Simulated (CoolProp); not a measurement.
Computed with CoolProp (reference Helmholtz-energy equation of state, Lemmon 2006). It is a short technical equation, of lower accuracy than the large ones.

Question: For nitrous oxide, give the phase and the cp (kJ/(kg K)), fugacity coefficient at 362.6 K and 3.89 MPa.

Answer: 
- 362.6 K and 3.89 MPa: gas; cp 1.12, fugacity coefficient 0.893
